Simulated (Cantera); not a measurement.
# Halide evaporation, hydrolysis and transport: NaI + N2

Charge: 1 mol NaI, a varied amount of N2, held at 750 Torr.

Equilibrium computed with Cantera from the NASA thermochemical tables; the gas is ideal and each condensed phase is pure. Candidate condensed phases: I2, Na, NaI; 7 gas species. Equilibrium is a limit: real reactors are often held back by kinetics, nucleation or transport.

Task: Map the stable condensed phases over T = 898, 998, 1098, 1198, 1298, 1398, 1498, 1598, 1698, 1798, 1898, 1998, 2098, 2198 K and n(N2) in mol = 16, 22, 28, 37, 48, 63, 83, 110, 140, 190, 240, 320.

Result: 
```
T in K \ n(N2) in mol
          16  22  28  37  48  63  83 110 140 190 240 320
   2198    A   A   A   A   A   A   A   A   A   A   A   A
   2098    A   A   A   A   A   A   A   A   A   A   A   A
   1998    A   A   A   A   A   A   A   A   A   A   A   A
   1898    A   A   A   A   A   A   A   A   A   A   A   A
   1798    A   A   A   A   A   A   A   A   A   A   A   A
   1698    A   A   A   A   A   A   A   A   A   A   A   A
   1598    A   A   A   A   A   A   A   A   A   A   A   A
   1498    A   A   A   A   A   A   A   A   A   A   A   A
   1398    A   A   A   A   A   A   A   A   A   A   A   A
   1298    A   A   A   A   A   A   A   A   A   A   A   A
   1198    B   B   B   B   B   A   A   A   A   A   A   A
   1098    B   B   B   B   B   B   B   B   B   B   A   A
    998    B   B   B   B   B   B   B   B   B   B   B   B
    898    B   B   B   B   B   B   B   B   B   B   B   B
```
A: gas only; B: NaI.
